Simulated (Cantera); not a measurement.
A freely propagating, adiabatic, planar premixed flame of CO : H2 : CH4 : O2 : N2 = 1 : 0.5 : 0.038 : 0.751 : 2.48 (molar parts), unburnt at 550 K and 100000 Pa; mixture-averaged transport, grid criteria slope 0.08 and curve 0.16, no radiation.

Cantera simulation using GRI-Mech 3.0 (53 species, 325 reactions); the numbers are that mechanism's predictions, not measurements. Burning velocities carry a grid error of a few per cent, more on coarse grids.

### Question
How do the results move with these cheaper or finer settings: unity-Lewis-number transport; multicomponent transport; multicomponent+Soret transport; grid criteria slope 0.5, curve 1; grid criteria slope 0.25, curve 0.5; grid criteria slope 0.03, curve 0.06?

### Answer
```csv
setting,laminar burning velocity,thermal thickness,grid points,grid points
as above,316 cm/s,0.476 mm,178,178
unity-Lewis-number transport,218 cm/s,0.382 mm,162,162
multicomponent transport,313 cm/s,0.474 mm,178,178
multicomponent+Soret transport,297 cm/s,0.470 mm,179,179
"grid criteria slope 0.5, curve 1",342 cm/s,0.555 mm,50,50
"grid criteria slope 0.25, curve 0.5",325 cm/s,0.505 mm,73,73
"grid criteria slope 0.03, curve 0.06",313 cm/s,0.468 mm,362,362
```
The base run took very roughly 13 core-seconds.
Unity Lewis numbers drop preferential diffusion, which matters most where H2 and H carry the flame; Soret adds thermal diffusion.
